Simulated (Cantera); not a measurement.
A closed system holds: 1 mol SiH4, 1.3 mol H2O, 1.5 mol N2, at 13.3 mbar.

Method: chemical equilibrium by Gibbs-energy minimisation in Cantera with the NASA 1993 tables (ideal gas, pure condensed phases). Candidate condensed phases: H2O, Si, SiO2, Si2N2O, Si3N4; 35 gas species. N2 is the only nitrogen source here; it is nearly inert below about 1500 K, so the nitride shown seldom forms there in practice. Mutual solubility and eutectic melting of coexisting phases are not modelled. The tables hold silica as quartz up to 1696 K and as liquid above; real silica turns to tridymite and cristobalite and melts near 1996 K. Equilibrium is a limit: real reactors are often held back by kinetics, nucleation or transport.

log p: log10 of the partial pressure in bar; n: condensed amount in mol.

| T (K) | log p H2 | log p N2 | log p H2O | log p NH3 | log p H | n SiO2(α-quartz) | n Si2N2O(s) | n SiO2(β-quartz) |
|---|---|---|---|---|---|---|---|---|
| 723 | -2.02 | -2.43 | -7.52 | -6.39 | <-13 | 0.533 | 0.233 | 0 |
| 773 | -2.02 | -2.43 | -7.31 | -6.64 | -13.05 | 0.533 | 0.233 | 0 |
| 823 | -2.02 | -2.43 | -7.13 | -6.86 | -12.14 | 0.533 | 0.233 | 0 |
| 873 | -2.02 | -2.43 | ? | ? | ? | 0 | 0.233 | 0.533 |
| 923 | -2.02 | -2.43 | -6.84 | -7.24 | -10.62 | 0 | 0.233 | 0.533 |
| 973 | -2.02 | -2.43 | -6.71 | -7.40 | -9.97 | 0 | 0.233 | 0.533 |
| 1023 | -2.02 | -2.43 | -6.60 | -7.54 | -9.39 | 0 | 0.233 | 0.533 |
| 1073 | -2.02 | -2.43 | -6.50 | -7.67 | -8.86 | 0 | 0.233 | 0.533 |
| 1123 | -2.02 | -2.43 | ? | ? | ? | 0 | 0.233 | 0.533 |
| 1173 | -2.02 | -2.43 | -6.33 | -7.90 | -7.94 | 0 | 0.233 | 0.533 |
| 1223 | -2.02 | -2.43 | -6.26 | -8.00 | -7.53 | 0 | 0.233 | 0.533 |
| 1273 | -2.02 | -2.43 | -6.19 | -8.10 | -7.15 | 0 | 0.233 | 0.533 |
| 1323 | -2.02 | -2.43 | -6.13 | -8.19 | -6.81 | 0 | 0.233 | 0.533 |

Problem. What belongs in the gaps?

Solution. 
- 873, log p H2O: -6.97
- 873, log p NH3: -7.06
- 873, log p H: -11.34
- 1123, log p H2O: -6.41
- 1123, log p NH3: -7.79
- 1123, log p H: -8.38
